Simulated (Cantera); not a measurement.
## Low-pressure radical oxidation in H2/O2

An isothermal, constant-pressure homogeneous reactor starts with H2 : O2 : N2 = 0.021 : 1 : 1.5 (molar parts), equivalence ratio 0.011, at 1100 K and 0.0263 atm.

Computed with Cantera and the H2/O2 subset of GRI-Mech 3.0, which has no nitrogen chemistry. Radical loss at walls, strong at low pressure, is not modelled.

```
t (s)         x H2   x O2      x OH     x H2O       x O     x HO2
--------  --------  -----  --------  --------  --------  --------
4.00e-5    0.00833  0.397  5.87e-12    <1e-12  6.07e-12  3.08e-11
0.000190   0.00833  0.397  7.94e-11  2.50e-11  9.30e-11  1.48e-10
0.000906   0.00833  0.397   1.03e-9   1.40e-9   1.60e-9  7.20e-10
0.00431    0.00833  0.397   1.16e-6   2.45e-6   1.93e-6   3.61e-8
0.0205     6.57e-5  0.391  0.000392   0.00783   0.00426   1.83e-6
0.0976     1.40e-5  0.393  0.000182   0.00823   0.00100   9.72e-7
0.464      1.06e-6  0.394   5.15e-5   0.00834   7.98e-5   2.31e-7
2.21       6.66e-8  0.394   1.35e-5   0.00836   5.35e-6   2.96e-8
10.5       6.29e-9  0.394   4.26e-6   0.00836   5.35e-7   3.76e-9
50.0      8.94e-10  0.394   1.63e-6   0.00836   7.86e-8  8.18e-10
```
x: mole fraction; the columns are a selection and need not sum to one.

Equilibrium at this temperature and pressure: H2 1.08e-10, O2 0.394, OH 5.71e-7, H2O 0.00836, O 9.66e-9, HO2 7.47e-10 (gas phase only).
